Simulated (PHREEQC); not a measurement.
0.017 g of hydrous ferric oxide (600 m²/g; 0.2 weak and 0.005 strong sites per Fe, Dzombak-Morel constants, diffuse double layer) in 1 kg of water with 0.1 mol/kgw of an inert sodium salt and 0.00095 mmol/kgw BaCl2, at 25 °C; the pH is set by adding NaOH or the inert anion's acid. Oxygen alone is held at its pressure in air (log pO2 = -0.68). The system is closed to CO2. No solid was allowed to form.

Equilibrium calculation in PHREEQC: ion-association model, wateq4f.dat.

```csv
pH,Ba sorbed (%),surface charge σ (C/m²),surface potential ψ (mV)
3,0.0,0.363,153
3.5,0.0,0.350,…
4,0.0,0.321,147
4.5,0.0,…,138
5,0.0,0.215,126
5.5,0.0,0.159,111
6,0.0,0.111,93
6.5,0.0,0.074,74
7,0.1,…,52
7.5,0.8,0.022,29
8,4.7,…,6
8.5,20.4,-0.013,-18
9,48.4,-0.032,-40
9.5,72.4,-0.056,-62
10,86.6,-0.088,-82
10.5,94.3,-0.129,-100
11,97.9,-0.179,-117
```

Problem. Some entries are withheld; supply them.

Solution. 
- 3.5, surface potential ψ (mV): 151
- 4.5, surface charge σ (C/m²): 0.272
- 7, surface charge σ (C/m²): 0.045
- 8, surface charge σ (C/m²): 0.004

The oxide is taken as insoluble; below pH 4 it would dissolve.
